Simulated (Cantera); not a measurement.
A closed system holds: 1 mol SiCl4, 1.8 mol HCl, 12 mol H2, held at 1523 K and 101000 Pa.

Cantera equilibrium calculation (NASA polynomials, part measured and part estimated; ideal gas, pure solids and liquids). Candidate condensed phases: Si; 19 gas species. The tables' values for SiCl3 are old estimates; treat these amounts as uncertain. The numbers say what is thermodynamically allowed, not how fast it happens.

Base state: H2 0.743, HCl 0.192, SiCl2 0.0262, SiCl4 0.0181, SiCl3 0.0126, SiHCl3 0.00789, SiH2Cl2 0.000553, H 1.98e-5 (mole fractions); condensed: gas only.

Q: What changes in the equilibrium state with this change: HCl from 1.8 to 5.3 mol?

A: 
| species | before | after |
|---|---|---|
| H2 | 0.743 | 0.623 |
| HCl | 0.192 | 0.324 |
| SiCl4 | 0.0181 | 0.0266 |
| SiCl2 | 0.0262 | 0.0113 |
| SiCl3 | 0.0126 | 0.0100 |
| SiH3Cl | 1.14e-5 | 2.04e-6 |
| SiH2Cl2 | 0.000553 | 0.000199 |
